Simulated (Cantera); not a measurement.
Input (Python, Cantera):

```python
import numpy as np
import cantera as ct

gas = ct.Solution("gri30.yaml")


def delay(T, t_max=10):
    gas.TPX = T, 380000, {'CO': 1, 'H2': 0.076, 'CH4': 0.076, 'O2': 0.972, 'N2': 3.65, 'H2O': 0.76}
    reactor = ct.IdealGasConstPressureReactor(gas, clone=False)
    net = ct.ReactorNet([reactor])
    net.rtol, net.atol = 1e-8, 1e-16
    while net.time < t_max:
        t_old, T_old = net.time, reactor.T
        net.step()
        if reactor.T > T + 400:  # ignition: a rise of 400 K
            return t_old + (T + 400 - T_old) / (reactor.T - T_old) * (net.time - t_old)
    return np.nan


taus = []
for T in [925, 1025, 1125, 1225, 1325, 1425]:
    taus.append(delay(T))
    print(f"T0 = {T:6g} K   tau = {taus[-1]:.4e} s")
```

It prints:

```
T0 =    925 K   tau = 8.3427e-02 s
T0 =   1025 K   tau = 6.7658e-03 s
T0 =   1125 K   tau = 9.8984e-04 s
T0 =   1225 K   tau = 2.4800e-04 s
T0 =   1325 K   tau = 9.0440e-05 s
T0 =   1425 K   tau = 4.3970e-05 s
```

Model: GRI-Mech 3.0 (53 species, 325 reactions), integrated in Cantera. Below about 1000 K GRI-Mech 3.0 lacks low-temperature oxidation paths. Below about 950 K walls govern HO2 and H2O2 in real vessels.
